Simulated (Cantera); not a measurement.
An isothermal, constant-pressure homogeneous reactor starts with 32.3 % NH3, 67.7 % N2, at 1475 K and 1.00 atm.

Cantera simulation using the gas-phase N/H chemistry of the illustrative SiF4/NH3 mechanism in the Surface Chemkin manual (1991); the numbers are that mechanism's predictions, not measurements. Walls and surfaces, which speed up NH3 decomposition in real reactors, are not modelled.

x: mole fraction; the columns are a selection and need not sum to one.

| t (s) | x NH3 | x NH2 | x NH | x N2H4 | x H |
|---|---|---|---|---|---|
| 2.00e-5 | 0.323 | 5.55e-8 | <1e-12 | <1e-12 | 7.12e-10 |
| 5.91e-5 | 0.323 | 1.65e-7 | 1.13e-12 | 3.08e-12 | 7.12e-10 |
| 0.000175 | 0.323 | 4.90e-7 | 1.64e-11 | 3.48e-11 | 7.13e-10 |
| 0.000516 | 0.323 | 1.45e-6 | 2.15e-10 | 3.33e-10 | 7.20e-10 |
| 0.00152 | 0.323 | 4.26e-6 | 2.07e-9 | 2.97e-9 | 8.01e-10 |
| 0.00451 | 0.323 | 1.20e-5 | 1.38e-8 | 2.38e-8 | ___ |
| 0.0133 | 0.323 | 2.23e-5 | 3.75e-8 | 8.25e-8 | ___ |
| 0.0393 | 0.322 | 2.34e-5 | 4.10e-8 | 9.04e-8 | ___ |
| 0.116 | 0.322 | 2.33e-5 | 4.27e-8 | 8.94e-8 | ___ |
| 0.344 | 0.320 | 2.29e-5 | 4.65e-8 | 8.67e-8 | ___ |
| 1.02 | 0.315 | 2.21e-5 | 5.25e-8 | 8.07e-8 | ___ |
| 3.00 | 0.302 | 2.05e-5 | 5.58e-8 | 6.93e-8 | ___ |

Task: Fill in the missing entries.

Result: 
- 0.00451, x H: 1.51e-9
- 0.0133, x H: 4.91e-9
- 0.0393, x H: 1.25e-8
- 0.116, x H: 3.42e-8
- 0.344, x H: 9.66e-8
- 1.02, x H: 2.71e-7
- 3.00, x H: 7.21e-7
